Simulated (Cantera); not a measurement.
## Tantalum, niobium, vanadium and zirconium in process gases: V + N2O + N2 + NH3

Charge: 1 mol V, 8.1 mol N2O, 1.8 mol N2, 0.23 mol NH3, at 952 °C.

Cantera equilibrium calculation (NASA polynomials, part measured and part estimated; ideal gas, pure solids and liquids). Candidate condensed phases: H2O, V, VN, VO, V2O3, V2O4, V2O5; 28 gas species. Condensed phases not in the tables: the oxides between V2O3 and V2O5 other than VO2. Gases not in the tables: V4O10. Rates play no part.

| P (Pa) | x N2 | x O2 | x H2O | x NO | x OH | n V2O4(s) | n V2O5(l) |
|---|---|---|---|---|---|---|---|
| 0.100 | 0.756 | 0.217 | 0.0260 | 0.000235 | 6.79e-5 | 0.500 | 0 |
| 0.600 | 0.756 | 0.217 | 0.0260 | 0.000235 | 4.34e-5 | 0.500 | 0 |
| 3.60 | 0.756 | 0.217 | 0.0260 | 0.000235 | 2.77e-5 | 0.500 | 0 |
| 22 | 0.756 | 0.217 | 0.0261 | 0.000235 | 1.76e-5 | 0.500 | 0 |
| 130 | 0.756 | 0.217 | 0.0261 | 0.000235 | 1.13e-5 | 0.500 | 0 |
| 770 | 0.756 | 0.217 | 0.0261 | 0.000235 | 7.26e-6 | 0.500 | 0 |
| 4600 | 0.771 | 0.202 | 0.0266 | 0.000229 | 4.60e-6 | 0 | 0.500 |
| 28000 | 0.771 | 0.202 | 0.0266 | 0.000229 | 2.93e-6 | 0 | 0.500 |
| 170000 | 0.771 | 0.202 | 0.0266 | 0.000229 | 1.87e-6 | 0 | 0.500 |
| 1000000 | 0.771 | 0.202 | 0.0266 | 0.000229 | 1.20e-6 | 0 | 0.500 |
x: gas mole fraction; n: condensed amount in mol.

From 0.100 Pa to 7.70 mbar the condensed part is V2O4(s). From 46.0 mbar to 10.0 bar the condensed part is V2O5(l).
